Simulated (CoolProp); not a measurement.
C2F6 (R116) at 348.29 K and 4.1 MPa is throttled through a valve to 2.83 MPa with no heat exchange. Each further row changes one setting.

Model: reference Helmholtz-energy equation of state, Lemmon 2006, in CoolProp. It is a short technical equation, of lower accuracy than the large ones.

```csv
case,temperature change (K),final phase,final density (kg/m³)
as stated,-8.7,gas,174
outlet pressure 0.849 MPa,…,gas,…
outlet pressure 3.68 MPa,…,supercritical,236
```

Q: What belongs in the gaps?

A: 
- outlet pressure 0.849 MPa, temperature change (K): -22.7
- outlet pressure 0.849 MPa, final density (kg/m³): 46.4
- outlet pressure 3.68 MPa, temperature change (K): -2.8
